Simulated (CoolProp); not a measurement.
The numbers come from the reference Helmholtz-energy equation of state, Akasaka 2022 in CoolProp.

Question: For R1233zd(E), give the phase and the Z, cv (kJ/(kg K)), Joule-Thomson coefficient (K/MPa), fugacity coefficient at -40.35 °C and 49.8 bar; -40.35 °C and 94.5 bar.

Answer: 
- -40.35 °C and 49.8 bar: liquid; Z 0.237, cv 0.737, Joule-Thomson coefficient -0.442, fugacity coefficient 0.00144
- -40.35 °C and 94.5 bar: liquid; Z 0.448, cv 0.739, Joule-Thomson coefficient -0.448, fugacity coefficient 0.000940
